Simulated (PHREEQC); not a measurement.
Consider water at 80 °C with 0.0031 mol KOH, 0.025 mol CO2 and 0.18 mol K3PO4 per kg of water. Closed to the air; pH follows from the charge balance.

The numbers come from PHREEQC with the ion-association model, wateq4f.dat.

No solid was allowed to form.

### Question
Predict the pH.

### Answer
pH 10.98.

### Question
In which forms is K present?

### Answer
K+ 98 %, KHPO4- 1.9 % of the K.

Caution: at this ionic strength the ion-association model is outside its range; a Pitzer model would be the better tool where its parameters exist. H3PO4, which wateq4f.dat lacks, is added to it with the constant of phreeqc.dat. Constants without temperature data keep their 25 °C values here.
